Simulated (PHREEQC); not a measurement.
1 kg of water holding 140 mmol/kgw KCl and 57 mmol/kgw Na2B4O7 is evaporated at 25 °C; the solids stay in contact with the brine. The system is closed to CO2. Solids allowed: Halite, Sylvite, Borax, Boric_acid,s, KB5O8:4H2O, K2B4O7:4H2O, NaBO2:4H2O, NaB5O8:5H2O, Teepleite. Others were left out.

The series has 26 steps of water left (kg), from 1 to 0.002624.

All values are PHREEQC results (Pitzer model, pitzer.dat), not measurements.

Which solids form, in which order, and at which step of the series does each first stand?

Borax from water left = 0.2092 kg (pH 9.18); K2B4O7:4H2O from water left = 0.0328 kg (pH 9.08); Sylvite from water left = 0.02624 kg (pH 9.04).

Species that the database lacks are ignored.
